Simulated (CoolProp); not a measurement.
Vapour pressure (bar) of chlorine: the reference equation beside estimates from Tc = 416.9 K, pc = 76.42 bar, ω = 0.070. Clausius-Clapeyron is anchored at 202.4 K with a constant enthalpy of vaporisation of 21.75 kJ/mol.

Computed with CoolProp (reference Helmholtz-energy equation of state, Thol 2021).

| T (K) | reference | Lee-Kesler | Clausius-Clapeyron | Redlich-Kwong | Soave-Redlich-Kwong |
|---|---|---|---|---|---|
| 202.4 | 0.1429 | 0.1538 | 0.1429 | 0.1138 | 0.1516 |
| 218 | 0.3593 | 0.3769 | 0.3604 | 0.3148 | 0.3739 |
| 233.6 | 0.7866 | 0.8112 | 0.8033 | 0.7352 | 0.8070 |
| 249.2 | 1.543 | 1.573 | 1.619 | 1.505 | 1.567 |
| 264.8 | 2.773 | 2.803 | 3.006 | 2.780 | 2.794 |
| 280.4 | 4.638 | 4.657 | 5.208 | 4.729 | 4.649 |
| 296 | 7.315 | 7.304 | 8.515 | 7.529 | 7.307 |
| 311.6 | 10.99 | 10.92 | 13.25 | 11.36 | 10.95 |
| 327.2 | 15.84 | 15.68 | 19.78 | 16.39 | 15.78 |
| 342.7 | 22.02 | 21.72 | 28.39 | 22.74 | 21.94 |
| 358.3 | 29.78 | 29.34 | 39.59 | 30.65 | 29.71 |

Absolute difference from the reference over all 11 rows, mean and median: Lee-Kesler 2.2 and 1.4 %, Clausius-Clapeyron 13.8 and 12.3 %, Redlich-Kwong 5.4 and 3.3 %, Soave-Redlich-Kwong 1.5 and 0.4 %.
